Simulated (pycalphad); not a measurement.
CALPHAD calculation (pycalphad, COST 507 light-alloy database (1999)), 1 atm. The data set is of 1999 and partly superseded.

Task: How does the equilibrium phase assembly of Al-87.93Si (wt.%) change on cooling from 2350 K to 550 K?

Result: 
| T (K) | phases above | phases below |
|---|---|---|
| 1625.0 | LIQUID | DIAMOND_A4 + LIQUID |
| 850.1 | DIAMOND_A4 + LIQUID | DIAMOND_A4 + FCC_A1 |
Changes were sought between steps of 100 K, so a narrower field can be missed.

FCC_A1 is fcc; DIAMOND_A4 is diamond (Si).
